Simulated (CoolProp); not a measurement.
Saturation properties of n-butane (Tc = 425.1 K, pc = 37.96 bar, ω = 0.201).

Computed with CoolProp (reference Helmholtz-energy equation of state, Bücker 2006).

| T (K) | p (bar) | vapour Z | surface tension (mN/m) |
|---|---|---|---|
| 202.1 | 0.02278 | 0.9975 | 23.6 |
| 207.3 | 0.03342 | 0.9966 | 22.9 |
| 212.4 | 0.04765 | 0.9956 | 22.2 |
| 217.5 | 0.06665 | 0.9943 | 21.6 |
| 222.6 | 0.09157 | 0.9928 | 21.0 |
| 227.8 | 0.1245 | 0.9909 | 20.3 |
| 232.9 | 0.1656 | 0.9888 | 19.7 |
| 238 | 0.2173 | 0.9863 | 19.1 |
| 243.2 | 0.2828 | 0.9835 | 18.4 |

It boils at 272.7 K under 1 atm.

Surface tension comes from a separate correlation (Mulero 2012).
